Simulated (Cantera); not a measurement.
A Cantera script and what it prints.

```python
import numpy as np
import cantera as ct

gas_names = """
    Cu CuO Cu2 H HNO HNO2 HNO3 HO2 H2 H2O H2O2 N NH NH2 NH3 NH2OH NO NO2 NO3 N2 N2H2 N2H4 N2O O OH O2 O3
""".split()
cond_names = """
    Cu(cr) Cu(L) CuO(s) CuO2H2(s) Cu2O(s) Cu2O(L) H2O(s) H2O(L)
""".split()


# ... load() reads the species with a 1 bar reference pressure and builds the phases ...
atoms = {
    'Cu2O': {'Cu': 2, 'O': 1},
    'H2': {'H': 2},
    'N2': {'N': 2},
}
top_T = {'CuO(s)': 1390}  # K; cautious upper limits of use, not melting points


# ... equilibrate(T, P, feed) seeds the gas with the atoms and calls Mixture.equilibrate('TP', solver="vcs", rtol=1e-11, max_steps=5000) ...
results = []
feed = {'Cu2O': 1, 'H2': 1600, 'N2': 9.2}  # mol
T = 1075  # K
P = 200  # Pa
mix = equilibrate(T, P, feed)
results.append((T, P, feed, dict(zip(mix.species_names, mix.species_moles))))
x = sorted(zip(gas.X, gas.species_names), reverse=True)
print(f"T = {T:g} K  P = {P:g} Pa  gas = {mix.phase_moles(0):.4g} mol")
print("   x: " + "  ".join(f"{s} {v:.3e}" for v, s in x if v > 0.001))
print("   condensed (mol): " + ("  ".join(f"{mix.phase(i).name} {mix.phase_moles(i):.4g}"
      for i in range(1, mix.n_phases) if mix.phase_moles(i) > 1e-12) or "none"))
```

Result:

```
T = 1075 K  P = 200 Pa  gas = 1609 mol
   x: H2 9.937e-01  N2 5.717e-03
   condensed (mol): Cu(cr) 2
```

Cantera equilibrium calculation (NASA polynomials, part measured and part estimated; ideal gas, pure solids and liquids).
